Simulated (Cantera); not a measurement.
A closed system holds: 1 mol Ta(OEt)₅, 0.093 mol O₂, 22 mol H₂, equilibrated at 13300 Pa.

Cantera equilibrium calculation (NASA polynomials, part measured and part estimated; ideal gas, pure solids and liquids). Candidate condensed phases: C, C₆H₆, C₇H₈, C₈H₁₈, H₂O, Ta, TaC, Ta₂O₅; 113 gas species. The feed counts by its element totals alone. TaC: taken at fixed stoichiometry. Condensed phases not in the tables: Ta₂C. Equilibrium is a limit: real reactors are often held back by kinetics, nucleation or transport.

Question: At 1948 K, list the 4 most abundant gas species with their mole fractions, and the condensed phases.

Answer: H₂ 0.866, CO 0.130, H 0.00288, C₂H₂ (acetylene) 0.000467. Condensed: C(graphite) + TaC(s).
